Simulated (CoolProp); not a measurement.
The fluid at 386.81 K and 0.336 MPa is throttled through a valve to 0.163 MPa with no heat exchange. The same conditions are run with several fluids, on thermodynamics alone (safety and materials aside).

Computed with CoolProp (reference Helmholtz-energy equation of state of each fluid (R115: Lemmon 2016; R124: de Vries 1995; R410A: Lemmon 2003; R142b: Lemmon 2006; R404A: Lemmon 2003)). Blends and air are pseudo-pure fits.

Q: Rank R115, R124, R410A, R142b, R404A by temperature change (K), highest first.

A: R115 (-1.2), R404A (-1.3), R410A (-1.5), R124 (-1.8), R142b (-2.0)

```csv
fluid,final density (kg/m³)
R115,7.95
R124,7.07
R410A,3.72
R142b,5.21
R404A,5.02
```
